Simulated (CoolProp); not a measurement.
Vapour-liquid equilibrium of cyclohexane (1) + o-xylene (2) at 0.475 MPa; x and y are mole fractions of (1).

Model: multi-fluid Helmholtz-energy mixture model, Zhou 2014 and Zhou 2012; pair parameters Bell 2016, in CoolProp.

```
x      bubble temperature (°C)  y at the bubble point  dew temperature at overall composition x (°C)  liquid density (mol/L)
-----  -----------------------  ---------------------  ---------------------------------------------  ----------------------
0.05                     206.4                  0.161                                          211.8                   6.644
0.125                    196.3                  0.350                                          208.2                   6.768
0.2                      187.7                  0.491                                          204.5                   6.880
0.275                    180.3                  0.596                                            [?]                   6.980
0.35                       [?]                  0.676                                          196.3                   7.072
0.425                    168.8                  0.739                                          191.8                   7.156
0.5                      164.1                  0.789                                          187.0                   7.236
0.575                    160.0                  0.832                                          181.9                   7.313
0.65                     156.4                  0.868                                          176.2                     [?]
0.725                    153.1                  0.899                                          170.0                   7.462
0.8                      150.0                  0.929                                          163.1                     [?]
0.875                    147.1                  0.956                                          155.6                   7.616
0.95                       [?]                  0.982                                          147.7                     [?]
```

Question: Complete the blanks.

Answer: 
- 0.275, dew temperature at overall composition x (°C): 200.5
- 0.35, bubble temperature (°C): 174.1
- 0.65, liquid density (mol/L): 7.388
- 0.8, liquid density (mol/L): 7.538
- 0.95, bubble temperature (°C): 144.3
- 0.95, liquid density (mol/L): 7.698

No azeotrope shows between x = 0.05 and 0.95.

The pair parameters rest on a limited set of measurements; away from them the model extrapolates.
